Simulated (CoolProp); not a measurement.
Saturation properties of R245ca.

The numbers come from the reference Helmholtz-energy equation of state, Zhou 2016 in CoolProp.

```csv
T (°C),p (bar),enthalpy of vaporisation (kJ/kg),liquid cp (kJ/(kg K)),vapour Z,surface tension (mN/m)
-63.55,0.004728,255.0,1.321,0.9995,27.8
-51.45,0.01359,247.6,1.317,0.9987,26.3
-39.35,0.03412,240.4,1.318,0.9972,24.7
-27.35,0.07602,233.5,1.323,0.9946,23.2
-15.25,0.1552,226.7,1.331,0.9906,21.6
-3.15,0.2927,220.0,1.343,0.9847,20.0
8.95,0.5159,213.3,1.357,0.9765,18.4
21.05,0.8587,206.6,1.373,0.9657,16.8
33.15,1.361,199.6,1.392,0.9521,15.2
45.25,2.068,192.5,1.413,0.9353,13.7
57.25,3.021,185.1,1.437,0.9153,12.1
69.35,4.291,177.2,1.464,0.8916,10.6
81.45,5.930,168.8,1.495,0.8640,9.12
93.55,8.003,159.8,1.533,0.8321,7.66
105.65,10.58,149.9,1.579,0.7953,6.25
```

It boils at 25.3 °C under 1 atm.

Surface tension comes from a separate correlation (Mulero 2012).
